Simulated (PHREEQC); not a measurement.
Make-up at 20 °C: 190 mmol/kgw CdCl2 and 1.7 mmol/kgw H3BO3. Closed to the air; pH follows from the charge balance.

Equilibrium calculation in PHREEQC: ion-association model, phreeqc.dat.

| quantity | before | after |
|---|---|---|
| pH | 5.29 | 5.47 |
| ionic strength (mol/kgw) | 0.195 | 0.533 |
| Cl- (mol/kgw) | 0.166 | 0.361 |

What was changed between the two runs?
A. CdCl2 replaced by FeCl2 at the same molality
B. H3BO3 left out
C. 0.091 mol/kgw H2SO4 added
D. H3BO3 from 0.0017 to 0.0085 mol/kgw

A, CdCl2 replaced by FeCl2 at the same molality

This is a speciation only: nothing precipitates in the calculation.
